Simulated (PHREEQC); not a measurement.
Consider water at 25 °C with 29 mmol/kgw CdSO4, 17 mmol/kgw H3BO3 and 18 mmol/kgw HCl. Closed to the air; pH follows from the charge balance.

The numbers come from PHREEQC with the ion-association model, phreeqc.dat.

Precipitation was switched off in this run.

Q: Order these S species by the share of S that they hold, largest first: SO4-2, HSO4-, CdSO4, Cd(SO4)2-2.

A: SO4-2 (43 %), CdSO4 (28 %), HSO4- (21 %), Cd(SO4)2-2 (7.8 %)

Q: Order these Cd species by the share of Cd that they hold, largest first: CdCl+, CdCl2, Cd(SO4)2-2, Cd+2, CdSO4.

A: Cd+2 (47 %), CdSO4 (28 %), CdCl+ (21 %), Cd(SO4)2-2 (3.9 %), CdCl2 (0.63 %)

The pH is 2.00 and the ionic strength 0.0720 mol/kgw.
